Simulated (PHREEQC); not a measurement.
PHREEQC input (ion-association model, phreeqc.dat):

```
SOLUTION_MASTER_SPECIES
  Amm  AmmH+  0  AmmH  17.031  # ammonia with no redox link, constants of NH4+
SOLUTION_SPECIES
  AmmH+ = AmmH+
    -log_k 0
    -gamma 2.5 0
    -dw 1.98e-9
  AmmH+ = Amm + H+
    -log_k -9.252
    -delta_h 12.48 kcal
    -analytic 0.6322 -0.001225 -2835.76
    -dw 2.28e-9
  AmmH+ + SO4-2 = AmmHSO4-
    -log_k 1.11
PHASES
  Amm(g)
    Amm = Amm
    -log_k 1.7966
    -analytic -18.758 3.3670e-4 2.5113e3 4.8619 39.192
    -T_c 405.6
    -P_c 111.3
    -Omega 0.25
EXCHANGE_SPECIES
  AmmH+ + X- = AmmHX
    -log_k 0.6
    -gamma 2.5 0
    -delta_h -2.4
SOLUTION 0
  temp 15
  units mmol/kgw
  pH 7 charge
  Br 0.54
  K 0.54
  S(6) 1.6
  Na 3.2
  Cl 0.01
  O(0) 1 O2(g) -0.68
SOLUTION 1-40
  temp 15
  units mmol/kgw
  pH 7 charge
  Cl 4.41
  K 4.4
  S(6) 5.8
  Amm 11.6
  O(0) 1 O2(g) -0.68
END
EXCHANGE 1-40
  X 0.0014
  -equilibrate 1
END
SELECTED_OUTPUT 1
  -reset false
  -pH true
  -pe true
  -ionic_strength true
  -water true
  -step true
  -totals Amm Br Cl K Na S S(-2) S(6)
  -molalities KX AmmHX NaX
  -saturation_indices Halite Sylvite
PRINT
  -reset false
TRANSPORT
  -cells 40
  -shifts 120
  -lengths 0.005
  -time_step 720
  -dispersivities 0.016
  -boundary_conditions flux flux
  -correct_disp true
  -punch_cells 40
  -punch_frequency 4
END
# ... the last block is repeated for the other 30 points of pore volumes
```

Selected output (columns that matter, 23 of 31 rows; pore volumes added in front):

```
pore volumes	pH	mu	Amm	Br	Cl	K	Na	S	m_KX	m_NaX	si_Halite	si_Sylvite
0	5.1318	0.020776	0.0116	0	0.00441	0.0044	0	0.0058	0.00046709	0	-1000	-5.6913
0.1125	5.1318	0.020776	0.0116	4.3807e-17	0.00441	0.0044	1.2615e-16	0.0058	0.00046709	2.5245e-18	-19.943	-5.6913
0.3125	5.1317	0.020757	0.011586	6.9681e-07	0.0044043	0.004395	3.3264e-06	0.0057946	0.00046709	6.6645e-08	-9.5223	-5.6923
0.4125	5.1311	0.02056	0.011442	7.7326e-06	0.004347	0.0043441	3.8492e-05	0.0057399	0.00046708	7.8019e-07	-8.4641	-5.7025
0.5125	5.1293	0.019915	0.010967	3.0806e-05	0.004159	0.0041771	0.00015637	0.0055604	0.00046709	3.296e-06	-7.8728	-5.7369
0.7125	5.1205	0.017089	0.0088947	0.00013141	0.0033393	0.0034487	0.00067318	0.0047779	0.00046734	1.719e-05	-7.3262	-5.907
0.8125	5.1143	0.015263	0.0075701	0.00019591	0.0028137	0.0029814	0.0010007	0.0042763	0.00046755	2.9567e-05	-7.2228	-6.0387
1.0125	5.101	0.011789	0.0050902	0.00031742	0.0018236	0.0021003	0.0016028	0.0033311	0.00046792	6.7242e-05	-7.1947	-6.3666
1.1125	5.0947	0.010358	0.0040851	0.00036704	0.0014193	0.0017401	0.0018417	0.0029453	0.00046795	9.3244e-05	-7.2377	-6.5514
1.2125	5.0892	0.0091739	0.0032613	0.00040784	0.0010869	0.0014435	0.0020357	0.0026279	0.00046785	0.0001242	-7.3051	-6.7432
1.4125	5.0805	0.0074845	0.0020907	0.00046571	0.00061535	0.0010209	0.0023151	0.0021778	0.00046752	0.00019951	-7.4885	-7.1326
1.5125	5.0774	0.0069159	0.001692	0.00048508	0.00045746	0.00087809	0.0024167	0.0020271	0.00046762	0.00024218	-7.5958	-7.3238
1.6125	5.075	0.0064864	0.0013832	0.0004997	0.0003384	0.00076927	0.0025025	0.0019135	0.00046822	0.00028661	-7.7093	-7.5099
1.8125	5.0717	0.0059284	0.00095459	0.00051865	0.00018398	0.00062518	0.002645	0.0017661	0.0004719	0.00037563	-7.9469	-7.8614
1.9125	5.0707	0.0057544	0.0008047	0.00052456	0.00013583	0.00057904	0.0027069	0.0017201	0.00047534	0.00041806	-8.0676	-8.0255
2.0125	5.07	0.0056275	0.00068381	0.00052887	0.00010071	0.00054491	0.002764	0.0016866	0.00047998	0.00045804	-8.1878	-8.1811
2.2125	5.0691	0.0054693	0.00050273	0.00053426	5.6767e-05	0.00050218	0.0028654	0.0016446	0.00049272	0.0005289	-8.4201	-8.4645
2.3125	5.0689	0.0054217	0.00043374	0.00053589	4.3478e-05	0.00048987	0.0029097	0.001632	0.0005006	0.00055938	-8.529	-8.5908
2.5125	5.0686	0.0053633	0.00032502	0.0005379	2.7076e-05	0.00047706	0.0029855	0.0016163	0.00051852	0.00061046	-8.7232	-8.8077
2.6125	5.0685	0.005346	0.00028181	0.00053851	2.2173e-05	0.00047486	0.0030173	0.0016116	0.00052817	0.00063135	-8.8053	-8.8963
2.7125	5.0685	0.0053338	0.0002444	0.00053894	1.8669e-05	0.00047459	0.0030452	0.0016083	0.00053801	0.00064942	-8.8759	-8.9712
2.9125	5.0685	0.0053191	0.00018361	0.00053946	1.4387e-05	0.00047805	0.0030906	0.0016042	0.00055757	0.00067812	-8.9825	-9.0811
3.0125	5.0685	0.0053149	0.00015896	0.00053962	1.3117e-05	0.00048107	0.0031087	0.001603	0.00056699	0.00068927	-9.0201	-9.1185
```
